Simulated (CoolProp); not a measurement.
Vapour-liquid equilibrium of acetone (1) + n-heptane (2) at 4.81 bar; x and y are mole fractions of (1).

Model: multi-fluid Helmholtz-energy mixture model, Lemmon 2006 and Span 2003; pair parameters Bell 2016, in CoolProp.

| x | bubble temperature, mixture model (°C) | bubble temperature, Raoult's law (°C) | y, mixture model | y, Raoult's law |
|---|---|---|---|---|
| 0.05 | 151.3 | 157.4 | 0.211 | 0.137 |
| 0.125 | 139.4 | 151.1 | 0.418 | 0.304 |
| 0.2 | 131.2 | 145.6 | 0.543 | 0.436 |
| 0.275 | 125.5 | 140.7 | 0.622 | 0.542 |
| 0.35 | 121.6 | 136.3 | 0.676 | 0.630 |
| 0.425 | 118.7 | 132.3 | 0.715 | 0.702 |
| 0.5 | 116.6 | 128.6 | 0.747 | 0.763 |
| 0.575 | 114.9 | 125.3 | 0.775 | 0.815 |
| 0.65 | 113.5 | 122.2 | 0.801 | 0.859 |
| 0.725 | 112.4 | 119.3 | 0.829 | 0.897 |
| 0.8 | 111.4 | 116.6 | 0.860 | 0.930 |
| 0.875 | 110.7 | 114.1 | 0.900 | 0.959 |
| 0.95 | 110.3 | 111.8 | 0.953 | 0.985 |

The largest gap from Raoult's law is -15.2 K in bubble temperature, at x = 0.275. No azeotrope shows between x = 0.05 and 0.95.

Pair parameters are fitted to limited data, so mixtures are less certain than the pure fluids.
